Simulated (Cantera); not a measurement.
A Cantera script and its output.

```python
import numpy as np
import cantera as ct

gas = ct.Solution("h2o2.yaml")
gas.TPX = 898, 67000, {'H2': 1.4, 'O2': 1, 'N2': 1.3}
reactor = ct.IdealGasConstPressureReactor(gas, energy="off", clone=False)
net = ct.ReactorNet([reactor])
net.rtol, net.atol = 1e-08, 1e-18
show = ['H2', 'O2', 'OH', 'H2O2', 'HO2']
times = np.geomspace(0.0006, 30, 11)

steps = ct.SolutionArray(gas, extra=["t"])
rows = []
print(f"{'t/s':>10s}{'T/K':>9s}{'P/Pa':>11s}" + "".join(f"{s:>11s}" for s in show))
for t in times:
    while net.time < t:
        t_next = net.step()
        steps.append(gas.state, t=t_next)
    rows.append([np.interp(t, steps.t, y) for y in (steps.T, steps.P, *steps(*show).X.T)])
    print(f"{t:10.3e}{rows[-1][0]:9.1f}{rows[-1][1]:11.4g}" + "".join(f"{x:11.3e}" for x in rows[-1][2:]))
rate = np.gradient(steps.T, steps.t)
print("integrator steps:", len(steps.t))
if steps.T.max() > steps.T[0] + 200:
    print(f"time of steepest temperature rise: {steps.t[rate.argmax()]:.4e} s")
gas.TPX = 898, 67000, {'H2': 1.4, 'O2': 1, 'N2': 1.3}
gas.equilibrate("TP")
print(f"equilibrium (TP): T = {gas.T:.1f} K  " + "  ".join(f"{s} {gas[s].X[0]:.3e}" for s in show))
```

Result:

```
       t/s      T/K       P/Pa         H2         O2         OH       H2O2        HO2
 6.000e-04    898.0    6.7e+04  3.784e-01  2.703e-01  1.892e-12  7.988e-11  5.724e-09
 1.770e-03    898.0    6.7e+04  3.784e-01  2.703e-01  2.382e-12  7.670e-10  1.861e-08
 5.223e-03    898.0    6.7e+04  3.784e-01  2.703e-01  4.377e-12  7.830e-09  6.901e-08
 1.541e-02    898.0    6.7e+04  3.784e-01  2.703e-01  1.986e-11  1.149e-07  4.329e-07
 4.547e-02    898.0    6.7e+04  3.784e-01  2.703e-01  5.244e-10  8.385e-06  8.371e-06
 1.342e-01    898.0    6.7e+04  3.768e-01  2.693e-01  1.539e-08  4.401e-04  4.262e-05
 3.959e-01    898.0    6.7e+04  3.503e-01  2.568e-01  3.956e-08  1.790e-03  6.250e-05
 1.168e+00    898.0    6.7e+04  2.860e-01  2.279e-01  3.282e-08  1.758e-03  5.724e-05
 3.446e+00    898.0    6.7e+04  1.573e-01  1.702e-01  3.614e-08  1.139e-03  4.819e-05
 1.017e+01    898.0    6.7e+04  1.337e-02  1.059e-01  4.979e-08  1.355e-04  1.765e-05
 3.000e+01    898.0    6.7e+04  3.747e-04  1.002e-01  8.853e-09  6.956e-07  1.242e-06
integrator steps: 1719
equilibrium (TP): T = 898.0 K  H2 5.393e-12  O2 1.000e-01  OH 2.487e-08  H2O2 7.966e-11  HO2 1.697e-10
```

Model: the H2/O2 subset of GRI-Mech 3.0, which has no nitrogen chemistry, integrated in Cantera. Below about 950 K walls govern HO2 and H2O2 in real vessels. The temperature is held fixed by assumption; the heat of reaction is taken as removed at once.
